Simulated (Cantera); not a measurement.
A closed system holds: 1 mol Pb, a varied amount of H₂, equilibrated at 0.00133 bar.

These are equilibrium values from Cantera (NASA tables, ideal gas, pure condensed phases), not measurements of a reactor. Candidate condensed phases: Pb; 4 gas species. Kinetics and transport are ignored.

Stable condensed phases, one row left out:

```
T in °C \ n(H₂) in mol
         1.5 2.5 4.2 7.1  12  20  34  58
   1152    A   A   A   A   A   A   A   A
   1102    A   A   A   A   A   A   A   A
   1052    A   A   A   A   A   A   A   A
   1002    A   A   A   A   A   A   A   A
    902    B   A   A   A   A   A   A   A
    852    B   B   B   A   A   A   A   A
    802    B   B   B   B   B   A   A   A
    752    B   B   B   B   B   B   B   A
    702    B   B   B   B   B   B   B   B
    652    B   B   B   B   B   B   B   B
    602    B   B   B   B   B   B   B   B
    552    B   B   B   B   B   B   B   B
    502    B   B   B   B   B   B   B   B
```

A: gas only; B: Pb.

Question: Give the row for 952 °C.

Answer: 1.5: gas only; 2.5: gas only; 4.2: gas only; 7.1: gas only; 12: gas only; 20: gas only; 34: gas only; 58: gas only.
